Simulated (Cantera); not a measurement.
Input: 1 mol B2O3, 140 mol H2, equilibrated at 1948 K and 10.0 Torr.

These are equilibrium values from Cantera (NASA tables, ideal gas, pure condensed phases), not measurements of a reactor. Rates play no part.

```csv
species,before,after
H2,0.975,1.00
H2O,0.00243,1.08e-7
HBO,0.00740,1.74e-9
H,0.00966,<1e-9
HBO2,0.00399,<1e-9
BO,0.00112,<1e-9
B2O3,0.000630,<1e-9
B2O2,0.000166,<1e-9
"B2O3(l), mol",0,1.000
```
Gas species are given as mole fractions.

**Question.** Name the change that produced these shifts.
A) 1.2 mol H2O added
B) temperature from 1948 K to 823 K
C) temperature from 1948 K to 1750 K
D) pressure from 10.0 Torr to 165 Torr

**Answer.** B, temperature from 1948 K to 823 K
